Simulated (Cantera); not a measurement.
A perfectly stirred reactor is fed with 47.6 % NO, 52.4 % N2, at 750 Torr; it is held at 1775 K, and followed from long to short residence time.

Computed with Cantera and GRI-Mech 3.0 (53 species, 325 reactions).

x: mole fraction; the columns are a selection and need not sum to one.

```
τ (s)     x NO  x O      x O2   x N2    x N2O
-------  -----  ---  --------  -----  -------
3.4      0.322  [?]    0.0767  0.601  4.18e-5
0.94     0.411  [?]    0.0319  0.556  6.90e-5
0.26     0.455  [?]    0.0103  0.534  8.46e-5
0.073    0.470  [?]   0.00293  0.527  8.88e-5
0.020    0.474  [?]  0.000717  0.525  8.40e-5
0.0057   0.476  [?]  0.000136  0.524  6.75e-5
0.0016   0.476  [?]   1.15e-5  0.524  3.92e-5
0.00044  0.476  [?]   4.73e-7  0.524  1.54e-5
```

Problem. What belongs in the gaps?

Solution. 
- 3.4, x O: 2.75e-5
- 0.94, x O: 1.87e-5
- 0.26, x O: 1.23e-5
- 0.073, x O: 9.00e-6
- 0.020, x O: 7.37e-6
- 0.0057, x O: 5.81e-6
- 0.0016, x O: 3.30e-6
- 0.00044, x O: 1.41e-6
